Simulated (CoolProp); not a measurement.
o-xylene along the isobar 10.2 MPa: fugacity coefficient from the reference equation and from simpler models built on Tc = 630.3 K, pc = 3.737 MPa, ω = 0.312; each cubic takes its own stable root.

Values from CoolProp's reference Helmholtz-energy equation of state, Zhou 2012.

| T (K) | phase | reference |
|---|---|---|
| 281.2 | liquid | 5.062e-5 |
| 286.9 | liquid | 7.316e-5 |
| 292.7 | liquid | 0.0001046 |
| 298.4 | liquid | 0.0001462 |
| 304.2 | liquid | 0.0002025 |
| 309.9 | liquid | 0.0002749 |
| 315.6 | liquid | 0.0003684 |
| 321.4 | liquid | 0.0004899 |
| 327.1 | liquid | 0.0006407 |
| 332.9 | liquid | 0.0008322 |
| 338.6 | liquid | 0.001065 |
| 344.3 | liquid | 0.001349 |
| 350.1 | liquid | 0.001700 |
| 355.8 | liquid | 0.002114 |

Q: How far does each simpler model (van der Waals, Redlich-Kwong, Soave-Redlich-Kwong, Peng-Robinson) lie from the reference over these 14 states: mean and median of the absolute difference, and the worst?

A: 
- van der Waals: mean 7554.4 %, median 5423.4 %, worst +21116.9 % at 281.2 K and 10.2 MPa
- Redlich-Kwong: mean 298.3 %, median 288.6 %, worst +431.0 % at 281.2 K and 10.2 MPa
- Soave-Redlich-Kwong: mean 1.4 %, median 1.3 %, worst +2.7 % at 355.8 K and 10.2 MPa
- Peng-Robinson: mean 3.8 %, median 3.3 %, worst +8.1 % at 281.2 K and 10.2 MPa
